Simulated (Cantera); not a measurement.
Input: 1 mol SiH2Cl2, 21 mol NH3, 4.9 mol N2, equilibrated at 1552 °C.

These are equilibrium values from Cantera (NASA tables, ideal gas, pure condensed phases), not measurements of a reactor. Candidate condensed phases: NH4Cl, Si, Si3N4; 28 gas species. The tables' values for SiCl, SiN, SiCl3 are old estimates; treat these amounts as uncertain. Gases not in the tables: Si2H6 and higher silanes. Equilibrium is a limit: real reactors are often held back by kinetics, nucleation or transport.

x: gas mole fraction; n: condensed amount in mol.

| P (Pa) | x H2 | x N2 | x H | x HCl | x Si | x SiCl2 | x Cl | n Si(l) | n Si3N4(s) |
|---|---|---|---|---|---|---|---|---|---|
| 5 | 0.595 | 0.301 | 0.0480 | 0.0343 | 0.0178 | 0.00116 | 0.00211 | 0 | 0 |
| 15 | 0.613 | 0.305 | ___ | 0.0324 | ___ | ___ | ___ | 0 | 0 |
| 45 | 0.628 | 0.309 | 0.0165 | 0.0302 | 0.0101 | 0.00434 | 0.000603 | 0.220 | 0 |
| 140 | 0.639 | 0.312 | 0.00941 | 0.0309 | 0.00325 | 0.00447 | 0.000347 | 0.587 | 0 |
| 410 | 0.643 | 0.314 | 0.00552 | 0.0312 | 0.00111 | 0.00453 | 0.000204 | 0.704 | 0 |
| 1200 | 0.646 | 0.314 | 0.00323 | 0.0314 | 0.000379 | 0.00456 | 0.000120 | 0.746 | 0 |
| 3700 | 0.647 | 0.315 | 0.00184 | 0.0315 | 0.000123 | 0.00458 | 6.84e-5 | 0.762 | 0 |
| 11000 | 0.654 | 0.307 | 0.00107 | 0.0352 | 2.21e-5 | 0.00302 | 4.41e-5 | 0 | 0.283 |
| 33000 | 0.654 | 0.306 | ___ | 0.0379 | ___ | ___ | ___ | 0 | 0.305 |
| 100000 | 0.653 | 0.306 | 0.000356 | 0.0396 | 5.59e-7 | 0.000880 | 1.64e-5 | 0 | 0.319 |

Problem. Some entries are withheld; supply them.

Solution. 
- 33000, x H: 0.000620
- 33000, x Si: 3.54e-6
- 33000, x SiCl2: 0.00169
- 33000, x Cl: 2.74e-5
- 15, x H: 0.0282
- 15, x Si: 0.0161
- 15, x SiCl2: 0.00272
- 15, x Cl: 0.00114
